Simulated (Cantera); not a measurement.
Standard-state values (1 bar) from the NASA 1993 polynomials, evaluated with Cantera. Values are per mole of reaction as written; species without (g) are pure solids or liquids, kept so even where they would boil at 1 bar. The tables' values for C2F4, SiF2 are old estimates.

a) 0.5 Si + F2(g) ⇌ 0.5 SiF4(g)
b) 0.6667 B + F2(g) ⇌ 0.6667 BF3(g)
c) C + F2(g) ⇌ CF2(g)
d) C + F2(g) ⇌ 0.5 C2F4(g)
e) Si + F2(g) ⇌ SiF2(g)
f) Cu + F2(g) ⇌ CuF2

Q: Order these by ΔG° at 2025 K, most negative first.

A: b (-673 kJ), a (-657 kJ), e (-633 kJ), f (-300 kJ), c (-241 kJ), d (-214 kJ)
